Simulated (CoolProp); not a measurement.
Properties of C2F6 (R116) along the isotherm 38.85 °C.

The numbers come from the reference Helmholtz-energy equation of state, Lemmon 2006 in CoolProp. It is a short technical equation, of lower accuracy than the large ones.

| p (MPa) | phase | Z | cp (kJ/(kg K)) | speed of sound (m/s) | expansivity (1/kK) | viscosity (µPa s) |
|---|---|---|---|---|---|---|
| 0.117 | gas | 0.9896 | 0.7971 | 141.4 | 3.322 | 14.8 |
| 0.234 | gas | 0.9791 | 0.8020 | 140.2 | 3.447 | 14.8 |
| 0.352 | gas | 0.9683 | 0.8072 | 138.9 | 3.580 | 14.8 |
| 0.469 | gas | 0.9575 | 0.8127 | 137.6 | 3.721 | 14.8 |
| 0.586 | gas | 0.9465 | 0.8185 | 136.3 | 3.871 | 14.8 |
| 0.703 | gas | 0.9353 | 0.8247 | 135.0 | 4.031 | 14.9 |
| 0.821 | gas | 0.9238 | 0.8313 | 133.7 | 4.204 | 14.9 |
| 0.938 | gas | 0.9122 | 0.8384 | 132.3 | 4.388 | 15.0 |
| 1.05 | gas | 0.9010 | 0.8457 | 131.0 | 4.577 | 15.0 |
| 1.17 | gas | 0.8886 | 0.8540 | 129.5 | 4.794 | 15.1 |
| 1.29 | gas | 0.8761 | 0.8630 | 128.0 | 5.030 | 15.2 |
| 1.41 | gas | 0.8633 | 0.8728 | 126.5 | 5.285 | 15.3 |
| 1.52 | gas | 0.8513 | 0.8825 | 125.1 | 5.538 | 15.4 |

Viscosity comes from a separate model (Huber 2003), an estimate that may be off by 10 % or more.
